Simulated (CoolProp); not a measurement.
Values from CoolProp's reference Helmholtz-energy equation of state, Thol 2015.

Q: For octamethylcyclotetrasiloxane (D4), give the phase and the density (kg/m³), cp (kJ/(kg K)), cv (kJ/(kg K)), isothermal compressibility (1/MPa) at 469.7 K and 50.9 bar; 534.1 K and 50.9 bar; 577 K and 50.9 bar.

A: 
- 469.7 K and 50.9 bar: liquid; density 763, cp 2.02, cv 1.76, isothermal compressibility 0.00619
- 534.1 K and 50.9 bar: liquid; density 680, cp 2.16, cv 1.90, isothermal compressibility 0.0128
- 577 K and 50.9 bar: liquid; density 616, cp 2.25, cv 1.98, isothermal compressibility 0.0230
